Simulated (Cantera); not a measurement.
What does this Cantera script print?

```python
import numpy as np
import cantera as ct

gas_names = """
    H HNO HNO2 HNO3 HO2 H2 H2O H2O2 N NH NH2 NH3 NH2OH NO NO2 NO3 N2 N2H2 N2H4 N2O O OH O2 O3 Si SiH
    SiH2 SiH3 SiH4 SiN SiO SiO2 Si2 Si2N Si3
""".split()
cond_names = """
    H2O(s) H2O(L) Si(cr) Si(L) SiO2(Lqz) SiO2(hqz) SiO2(L) Si2N2O(s) Si3N4(a)
""".split()


# ... load() reads the species with a 1 bar reference pressure and builds the phases ...
atoms = {
    'Si2H6': {'Si': 2, 'H': 6},
    'H2O': {'H': 2, 'O': 1},
    'N2': {'N': 2},
}
top_T = {'Si2N2O(s)': 2100, 'Si3N4(a)': 2400}  # K; cautious upper limits of use, not melting points


# ... equilibrate(T, P, feed) seeds the gas with the atoms and calls Mixture.equilibrate('TP', solver="vcs", rtol=1e-11, max_steps=5000) ...
results = []
feed = {'Si2H6': 1, 'H2O': 1.1, 'N2': 1.6}  # mol
P = 490  # Pa
for T in [1548, 1573, 1598, 1623, 1648, 1673, 1698]:
    mix = equilibrate(T, P, feed)
    results.append((T, P, feed, dict(zip(mix.species_names, mix.species_moles))))

top = {s: max(r[3][s] / sum(r[3][g] for g in gas_names) for r in results) for s in gas_names}
cols = sorted((s for s in top if top[s] > 1e-05), key=lambda s: -top[s])[:7]
seen = [c for c in cond_names if any(r[3].get(c, 0) > 1e-12 for r in results)]
print("log10 of partial pressures in bar; condensed amounts in mol")
print(f"{'T/K':>10s}" + "".join(f"{s[:9]:>10s}" for s in cols + seen))
for T, P, feed, n in results:
    ng = sum(n[g] for g in gas_names)
    print(f"{T:10.4g}" + "".join(f"{np.log10(max(n[s] / ng * P / 1e5, 1e-99)):10.3f}" for s in cols)
          + "".join(f"{n.get(c, 0):10.4g}" for c in seen))
```

Result:

```
log10 of partial pressures in bar; condensed amounts in mol
       T/K        H2        N2       SiO         H        Si       H2O SiO2(hqz) Si2N2O(s)
      1548    -2.383    -3.175    -4.054    -5.703    -9.769    -6.512    0.0373    0.9376
      1573    -2.392    -3.167    -3.788    -5.587    -9.364    -6.497   0.01152    0.9118
      1598    -2.396    -3.164    -3.708    -5.472    -8.789    -6.838         0    0.9001
      1623    -2.396    -3.164    -3.708    -5.359    -8.153    -7.321         0       0.9
      1648    -2.397    -3.164    -3.708    -5.249    -7.537    -7.788         0       0.9
      1673    -2.397    -3.164    -3.708    -5.142    -6.939    -8.242         0    0.8999
      1698    -2.397    -3.164    -3.707    -5.038    -6.361    -8.680         0    0.8994
```

Cantera equilibrium calculation (NASA polynomials, part measured and part estimated; ideal gas, pure solids and liquids). The feed counts by its element totals alone. Mutual solubility and eutectic melting of coexisting phases are not modelled. The tables hold silica as quartz up to 1696 K and as liquid above; real silica turns to tridymite and cristobalite and melts near 1996 K.
